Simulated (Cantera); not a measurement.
Cantera with NASA thermochemical tables; ideal gases at 1 bar, condensed phases pure. Values are per mole of reaction as written; species without (g) are pure solids or liquids, kept so even where they would boil at 1 bar. TiC: taken at fixed stoichiometry.

8 N(g) + C3H8(g) + 5 TiC = 5 Ti + 8 HCN(g), with ΔH° = -1676.2 kJ and ΔS° = 150.4 J/K at 300 K.

Problem. How far is the shortcut ΔG° ≈ ΔH°(300 K) − T·ΔS°(300 K) from the full temperature-dependent value at 423, 448, 473, 498, 523 K?

Solution. 
```json
[
 {"T (K)": "423", "shortcut (kJ)": "-1739.8", "full (kJ)": "-1739.7", "difference (kJ)": "-0.1", "difference in log10 K": "0.01"},
 {"T (K)": "448", "shortcut (kJ)": "-1743.6", "full (kJ)": "-1743.4", "difference (kJ)": "-0.2", "difference in log10 K": "0.02"},
 {"T (K)": "473", "shortcut (kJ)": "-1747.3", "full (kJ)": "-1747.0", "difference (kJ)": "-0.3", "difference in log10 K": "0.04"},
 {"T (K)": "498", "shortcut (kJ)": "-1751.1", "full (kJ)": "-1750.6", "difference (kJ)": "-0.5", "difference in log10 K": "0.05"},
 {"T (K)": "523", "shortcut (kJ)": "-1754.9", "full (kJ)": "-1754.2", "difference (kJ)": "-0.7", "difference in log10 K": "0.07"}
]
```
The shortcut ignores the heat-capacity change of the reaction.
